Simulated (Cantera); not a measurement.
**Equilibrium for silicon carbide growth: SiH2Cl2 + C2H4 + H2**

A closed system holds: 1 mol SiH2Cl2, 0.09 mol C2H4, 180 mol H2, equilibrated at 2227 °C.

These are equilibrium values from Cantera (NASA tables, ideal gas, pure condensed phases), not measurements of a reactor. Candidate condensed phases: C, C6H6, C7H8, C8H18, Si, SiC; 109 gas species. The tables' values for SiCl are old estimates; treat these amounts as uncertain. Gases not in the tables: Si2H6 and higher silanes. Equilibrium is a limit: real reactors are often held back by kinetics, nucleation or transport.

| P (Pa) | x H2 | x H | x HCl | x Si | x Cl | x SiH |
|---|---|---|---|---|---|---|
| 100 | 0.453 | 0.535 | 0.00435 | 0.00391 | 0.00363 | 2.20e-5 |
| 270 | 0.609 | 0.378 | 0.00614 | 0.00431 | 0.00269 | 4.62e-5 |
| 720 | 0.732 | 0.253 | 0.00764 | 0.00459 | 0.00187 | 8.80e-5 |
| 1900 | 0.820 | 0.165 | 0.00874 | 0.00472 | 0.00124 | 0.000156 |
| 5200 | 0.881 | 0.103 | 0.00950 | 0.00469 | 0.000789 | 0.000265 |
| 14000 | 0.920 | 0.0644 | 0.00996 | 0.00443 | 0.000493 | 0.000420 |
| 37000 | 0.944 | 0.0402 | 0.0102 | 0.00391 | 0.000307 | 0.000611 |
| 100000 | 0.959 | 0.0246 | 0.0103 | 0.00311 | 0.000186 | 0.000806 |
x: gas mole fraction; nothing condenses.

From 0.00100 bar to 1.00 bar nothing is condensed. The main Si-bearing gas is Si throughout.
